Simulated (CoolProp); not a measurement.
The numbers come from the reference Helmholtz-energy equation of state, Guder 2009 in CoolProp.

### Question
For sulfur hexafluoride, give the phase and the cp (kJ/(kg K)), viscosity (µPa s), conductivity (mW/(m K)) at 351.85 °C and 0.853 MPa.

### Answer
- 351.85 °C and 0.853 MPa: gas; cp 0.946, viscosity 28.7, conductivity 36.8

Viscosity comes from a separate model (Quiñones-Cisneros 2012). Thermal conductivity comes from a separate model (Assael 2012).
